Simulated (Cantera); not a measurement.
Charge: 1 mol Cu₂O, 0.88 mol CH₄, 5.7 mol H₂, at 1202 °C and 0.00270 bar.

Cantera equilibrium calculation (NASA polynomials, part measured and part estimated; ideal gas, pure solids and liquids). Candidate condensed phases: C, C₆H₆, C₇H₈, C₈H₁₈, Cu, CuO, Cu(OH)₂, Cu₂O, H₂O; 113 gas species. Rates play no part.

Base state: H₂ 0.879, CO 0.105, H₂O 0.0137, Cu 0.00198, CO₂ 0.000657, H 0.000234 (mole fractions); condensed: Cu(l).

Problem. What changes in the equilibrium state with this change: pressure from 0.00270 bar to 1.50 bar?

Solution. 
| species | before | after |
|---|---|---|
| H₂ | 0.879 | 0.881 |
| CO | 0.105 | 0.105 |
| H₂O | 0.0137 | 0.0138 |
| Cu | 0.00198 | 3.57e-6 |
| H | 0.000234 | 9.94e-6 |
| CH₄ | <1e-9 | 7.00e-5 |
| CO₂ | 0.000657 | 0.000661 |
| Cu(l), mol | 1.98 | 2.00 |
